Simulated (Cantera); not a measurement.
A Cantera script and what it prints.

```python
import numpy as np
import cantera as ct

gas_names = """
    F F2 FS2F,fluorodisu H HF H2 H2F2 H2S H3F3 H4F4 H5F5 H6F6 H7F7 S SF SF2 SF3 SF4 SF5 SF6 SH S2
    S2F2,thiothiony S8
""".split()
cond_names = """
    S(cr1) S(cr2) S(L)
""".split()


def load(file, names, dense=False):
    # The tables refer to 1 bar. Condensed volumes are neglected.
    table = {s.name: s for s in ct.Species.list_from_file(file)}
    out = []
    for n in names:
        d = dict(table[n].input_data)
        d["thermo"] = dict(d["thermo"], **{"reference-pressure": 1e5})
        if dense:
            d["equation-of-state"] = {"model": "constant-volume", "density": "1e6 g/cm^3"}
        out.append(ct.Species.from_dict(d))
    return out


gas = ct.Solution(thermo="ideal-gas", species=load("nasa_gas.yaml", gas_names))
cond = {s.name: ct.Solution(thermo="fixed-stoichiometry", species=[s], name=s.name)
        for s in load("nasa_condensed.yaml", cond_names, dense=True)}
atoms = {
    'SF6': {'S': 1, 'F': 6},
    'H2': {'H': 2},
}
top_T = {}  # K; cautious upper limits of use, not melting points


def equilibrate(T, P, feed):
    n = {}
    for name, mol in feed.items():
        for a, k in atoms[name].items():
            n[a] = n.get(a, 0.0) + k * mol
    gas.TPX = T, P, n
    mass = sum(n.values()) * gas.mean_molecular_weight
    gas.equilibrate("TP")
    valid = [c for c in cond.values() if c.min_temp <= T <= top_T.get(c.name, c.max_temp)]
    mix = ct.Mixture([(gas, mass / gas.mean_molecular_weight)] + [(c, 0.0) for c in valid])
    mix.T, mix.P = T, P
    mix.equilibrate("TP", solver="vcs", rtol=1e-11, max_steps=5000)
    return mix


results = []
feed = {'SF6': 1, 'H2': 0.064}  # mol
P = 4700000  # Pa
for T in [500, 550, 600, 650, 700, 750, 800, 850, 900, 950, 1000]:
    mix = equilibrate(T, P, feed)
    results.append((T, P, feed, dict(zip(mix.species_names, mix.species_moles))))

top = {s: max(r[3][s] / sum(r[3][g] for g in gas_names) for r in results) for s in gas_names}
cols = sorted((s for s in top if top[s] > 0.001), key=lambda s: -top[s])[:6]
seen = [c for c in cond_names if any(r[3].get(c, 0) > 1e-12 for r in results)]
print("log10 of partial pressures in bar; condensed amounts in mol")
print(f"{'T/K':>10s}" + "".join(f"{s[:9]:>10s}" for s in cols + seen))
for T, P, feed, n in results:
    ng = sum(n[g] for g in gas_names)
    print(f"{T:10.4g}" + "".join(f"{np.log10(max(n[s] / ng * P / 1e5, 1e-99)):10.3f}" for s in cols)
          + "".join(f"{n.get(c, 0):10.4g}" for c in seen))
```

Output:

```
log10 of partial pressures in bar; condensed amounts in mol
       T/K       SF6        HF       SF4 S2F2,thio
       500     1.612     0.726    -0.768    -0.296
       550     1.610     0.728    -0.305    -0.357
       600     1.604     0.728     0.059    -0.511
       650     1.596     0.727     0.312    -0.905
       700     1.592     0.726     0.414    -1.827
       750     1.591     0.726     0.425    -3.019
       800     1.591     0.727     0.426    -4.109
       850     1.591     0.727     0.426    -5.072
       900     1.591     0.727     0.426    -5.928
       950     1.591     0.727     0.426    -6.693
      1000     1.591     0.727     0.425    -7.381
```

Equilibrium computed with Cantera from the NASA thermochemical tables; the gas is ideal and each condensed phase is pure. The ideal-gas law is rough above about 30 bar. The tables' values for S2F2 (SSF2), SF3, SF5 are old estimates; treat these amounts as uncertain.
